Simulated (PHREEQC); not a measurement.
Solution (25 °C): 1.3 mmol/kgw Al(NO3)3 and 61 mmol/kgw MnCl2. Closed to the air; pH follows from the charge balance.

All values are PHREEQC results (ion-association model, wateq4f.dat), not measurements.

Each row changes one thing in this solution. Precipitation was switched off in this run.

| case | pH | ionic strength (mol/kgw) | Al+3 (mol/kgw) | AlOH+2 (mol/kgw) | Al(OH)2+ (mol/kgw) | Al(OH)3 (mol/kgw) | SI of Boehmite (AlOOH) | SI of Gibbsite (Al(OH)3) |
|---|---|---|---|---|---|---|---|---|
| as made | 4.17 | 0.174 | 0.00122 | 7.65e-5 | 3.80e-6 | 5.99e-9 | +0.15 | +0.63 |
| diluted 100-fold with water | 5.00 | 0.00188 | 5.56e-6 | … | 2.98e-6 | 4.16e-8 | +0.98 | +1.45 |
| temperature from 25 to 15 °C | 4.32 | 0.174 | … | 5.67e-5 | 1.58e-6 | 1.59e-9 | -0.11 | +0.50 |
| MnCl2 replaced by RbCl at the same molality | 4.13 | … | 0.00122 | 7.92e-5 | 4.45e-6 | … | +0.21 | +0.69 |
| MnCl2 from 0.061 to 0.0061 mol/kgw | 4.08 | … | 0.00121 | 8.33e-5 | 5.11e-6 | 7.85e-9 | +0.25 | +0.73 |
| diluted 10-fold with water | 4.56 | 0.0187 | 0.000103 | 2.23e-5 | 4.29e-6 | 2.01e-8 | +0.66 | +1.13 |
| Al(NO3)3 from 0.0013 to 0.0065 mol/kgw | 3.83 | 0.206 | 0.00632 | 0.000178 | 3.88e-6 | 2.73e-9 | -0.18 | +0.29 |

Task: Complete the blanks.

Result: 
- diluted 100-fold with water, AlOH+2 (mol/kgw): 4.41e-6
- temperature from 25 to 15 °C, Al+3 (mol/kgw): 0.00124
- MnCl2 replaced by RbCl at the same molality, ionic strength (mol/kgw): 0.0686
- MnCl2 replaced by RbCl at the same molality, Al(OH)3 (mol/kgw): 7.05e-9
- MnCl2 from 0.061 to 0.0061 mol/kgw, ionic strength (mol/kgw): 0.0256

Some of these states are supersaturated (in Gibbsite (slow to form), Boehmite (slow to form), for instance).
